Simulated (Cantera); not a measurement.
Feed: 1 mol CS2, 0.17 mol H2, 7.1 mol N2, equilibrated at 2898 K and 0.100 bar.

Equilibrium computed with Cantera from the NASA thermochemical tables; the gas is ideal and each condensed phase is pure. Candidate condensed phases: C, C6H6, C7H8, C8H18, S; 100 gas species. Kinetics and transport are ignored.

Base state: N2 0.771, CS 0.105, S 0.0732, H 0.0246, S2 0.0155, H2 0.00464, CS2 0.00279, SH 0.00238 (mole fractions); condensed: gas only.

Task: What changes in the equilibrium state with this change: CS2 replaced by SF6?

Result: 
```json
[
 {"species": "N2", "before": "0.771", "after": "0.510"},
 {"species": "F", "before": "0", "after": "0.401"},
 {"species": "S", "before": "0.0732", "after": "0.0513"},
 {"species": "CS", "before": "0.105", "after": "0"},
 {"species": "HF", "before": "0", "after": "0.0244"},
 {"species": "H", "before": "0.0246", "after": "4.05e-5"},
 {"species": "S2", "before": "0.0155", "after": "0.00762"},
 {"species": "SF", "before": "0", "after": "0.00503"},
 {"species": "CS2", "before": "0.00279", "after": "0"},
 {"species": "HCN", "before": "0.000534", "after": "0"},
 {"species": "H2", "before": "0.00464", "after": "1.26e-8"}
]
```
